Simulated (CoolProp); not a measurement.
R124 along the isotherm 470 K: Z from the reference equation and from simpler models built on Tc = 395.4 K, pc = 36.24 bar, ω = 0.288; each cubic takes its own stable root.

Computed with CoolProp (reference Helmholtz-energy equation of state, de Vries 1995).

```json
[
 {"p (bar)": "1.29", "phase": "gas", "reference": "0.9932", "Pitzer virial": "0.9934", "van der Waals": "0.9931", "Redlich-Kwong": "0.9927"},
 {"p (bar)": "2.59", "phase": "gas", "reference": "0.9864", "Pitzer virial": "0.9867", "van der Waals": "0.9860", "Redlich-Kwong": "0.9853"},
 {"p (bar)": "3.88", "phase": "gas", "reference": "0.9796", "Pitzer virial": "0.9801", "van der Waals": "0.9790", "Redlich-Kwong": "0.9779"},
 {"p (bar)": "5.18", "phase": "gas", "reference": "0.9727", "Pitzer virial": "0.9734", "van der Waals": "0.9718", "Redlich-Kwong": "0.9704"},
 {"p (bar)": "6.47", "phase": "gas", "reference": "0.9658", "Pitzer virial": "0.9668", "van der Waals": "0.9646", "Redlich-Kwong": "0.9629"},
 {"p (bar)": "7.77", "phase": "gas", "reference": "0.9589", "Pitzer virial": "0.9601", "van der Waals": "0.9572", "Redlich-Kwong": "0.9554"},
 {"p (bar)": "9.06", "phase": "gas", "reference": "0.9520", "Pitzer virial": "0.9535", "van der Waals": "0.9499", "Redlich-Kwong": "0.9478"},
 {"p (bar)": "10.4", "phase": "gas", "reference": "0.9447", "Pitzer virial": "0.9466", "van der Waals": "0.9421", "Redlich-Kwong": "0.9399"},
 {"p (bar)": "11.7", "phase": "gas", "reference": "0.9377", "Pitzer virial": "0.9400", "van der Waals": "0.9345", "Redlich-Kwong": "0.9321"},
 {"p (bar)": "12.9", "phase": "gas", "reference": "0.9311", "Pitzer virial": "0.9338", "van der Waals": "0.9275", "Redlich-Kwong": "0.9250"},
 {"p (bar)": "14.2", "phase": "gas", "reference": "0.9240", "Pitzer virial": "0.9271", "van der Waals": "0.9197", "Redlich-Kwong": "0.9172"},
 {"p (bar)": "15.5", "phase": "gas", "reference": "0.9169", "Pitzer virial": "0.9205", "van der Waals": "0.9118", "Redlich-Kwong": "0.9093"},
 {"p (bar)": "16.8", "phase": "gas", "reference": "0.9097", "Pitzer virial": "0.9138", "van der Waals": "0.9039", "Redlich-Kwong": "0.9014"},
 {"p (bar)": "18.1", "phase": "gas", "reference": "0.9025", "Pitzer virial": "0.9071", "van der Waals": "0.8958", "Redlich-Kwong": "0.8934"}
]
```
